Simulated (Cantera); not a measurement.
A closed system holds: 1 mol SiCl4, 2.2 mol H2, 1.7 mol HCl, at 875 K and 5.00 bar.

Equilibrium computed with Cantera from the NASA thermochemical tables; the gas is ideal and each condensed phase is pure. Candidate condensed phases: Si; 19 gas species. The numbers say what is thermodynamically allowed, not how fast it happens.

Base state: H2 0.448, HCl 0.348, SiCl4 0.204, SiHCl3 0.000575 (mole fractions); condensed: gas only.

**Question.** What changes in the equilibrium state with this change: SiCl4 replaced by Si?

**Answer.** 
```csv
species,before,after
H2,0.448,0.855
SiCl4,0.204,0.0719
SiHCl3,0.000575,0.0658
HCl,0.348,0.00204
SiH3Cl,<1e-9,0.000111
SiH2Cl2,1.48e-7,0.00551
SiCl3,1.06e-6,8.79e-5
"Si(s), mol",0,0.511
```
The tables' values for SiCl3 are old estimates; treat these amounts as uncertain.
